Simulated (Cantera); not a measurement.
Charge: 1 mol CH3SiCl3, 0.15 mol HCl, 32 mol H2, held at 1573.15 K and 0.0210 bar.

Equilibrium computed with Cantera from the NASA thermochemical tables; the gas is ideal and each condensed phase is pure. Candidate condensed phases: C, C6H6, C7H8, C8H18, Si, SiC; 109 gas species. The feed counts by its element totals alone. Equilibrium is a limit: real reactors are often held back by kinetics, nucleation or transport.

Base state: H2 0.910, HCl 0.0890, SiCl2 0.000282, H 0.000268, CH4 3.19e-5, Cl 2.08e-5, C2H2 (acetylene) 1.88e-5 (mole fractions); condensed: C(graphite) + SiC(s).

Problem. What changes in the equilibrium state with this change: temperature from 1573.15 K to 1873.15 K?

Solution. 
```csv
species,before,after
H2,0.910,0.907
HCl,0.0890,0.0875
H,0.000268,0.00425
SiCl2,0.000282,0.000786
Si,2.51e-8,1.40e-5
SiCl,1.37e-7,1.06e-5
"C(graphite), mol",0.00771,0.00842
"SiC(s), mol",0.990,0.971
```
The tables' values for SiCl are old estimates; treat these amounts as uncertain.

Problem. What changes in the equilibrium state with this change: pressure from 0.0210 bar to 0.00130 bar?

Solution. 
```
species             before     after
----------------  --------  --------
H2                   0.910     0.910
HCl                 0.0890    0.0889
H                 0.000268   0.00108
SiCl2             0.000282  0.000282
CH4                3.19e-5   1.97e-6
Cl                 2.08e-5   8.37e-5
C2H2 (acetylene)   1.88e-5   1.88e-5
C(graphite), mol   0.00771   0.00860
SiC(s), mol          0.990     0.990
```
